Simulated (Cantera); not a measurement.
## Boron, boron nitride and boron oxide: B2H6 + H2O + N2

A closed system holds: 1 mol B2H6, 7.1 mol H2O, 0.45 mol N2, at 49.0 Pa.

Cantera equilibrium calculation (NASA polynomials, part measured and part estimated; ideal gas, pure solids and liquids). Candidate condensed phases: B, BN, B2O3, B3O3H3, H2O; 39 gas species. The feed counts by its element totals alone. Gases not in the tables: H3BO3. Kinetics and transport are ignored.

```tsv
T (°C)	x H2	x H2O	x HBO2	x N2	x B2O3	x (HBO2)3	x H	x HBO	n B2O3(l)
652	0.569	0.388	0.000134	0.0427	1.39e-10	0.000223	8.87e-9	3.15e-10	0.996
702	0.569	0.388	0.000431	0.0426	2.00e-9	0.000170	3.90e-8	2.22e-9	0.995
752	0.568	0.388	0.00123	0.0426	2.20e-8	0.000132	1.48e-7	1.28e-8	0.991
802	0.568	0.386	0.00316	0.0426	1.91e-7	0.000104	5.00e-7	6.27e-8	0.982
852	0.567	0.383	0.00741	0.0425	1.36e-6	8.25e-5	1.51e-6	2.65e-7	0.959
902	0.564	0.377	0.0160	0.0423	8.14e-6	6.60e-5	4.16e-6	9.88e-7	0.914
952	0.560	0.366	0.0322	0.0420	4.18e-5	5.23e-5	1.05e-5	3.31e-6	0.826
1002	0.551	0.347	0.0602	0.0414	0.000188	4.05e-5	2.47e-5	1.01e-5	0.670
1052	0.538	0.316	0.105	0.0404	0.000748	2.98e-5	5.42e-5	2.85e-5	0.407
1102	0.519	0.271	0.168	0.0390	0.00264	1.99e-5	0.000112	7.52e-5	0
```
x: gas mole fraction; n: condensed amount in mol.

From 652 °C to 1052 °C the condensed part is B2O3(l). At 1102 °C nothing is condensed. The share of B in condensed phases is highest at 652 °C (99.6 %) and lowest at 1102 °C (0.0 %).
